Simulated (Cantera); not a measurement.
An isothermal, constant-pressure homogeneous reactor starts with 10.5 % H2, 45.5 % O2, 35.9 % N2, 8.18 % H2O, equivalence ratio 0.12, at 1375 K and 0.0120 bar.

Model: GRI-Mech 3.0 (53 species, 325 reactions), integrated in Cantera. Radical loss at walls, strong at low pressure, is not modelled. The temperature is held fixed by assumption; the heat of reaction is taken as removed at once.

One state of this run: x H2 = 0.000204; x O2 = 0.423; x O = 0.000913; x HO2 = 7.45e-7; x OH = 0.00187. x: mole fraction; the columns are a selection and need not sum to one.

Q: Which value of t (s) does it belong to?
A. 200
B. 0.282
C. 4.46e-5
D. 22.4

A: B, 0.282
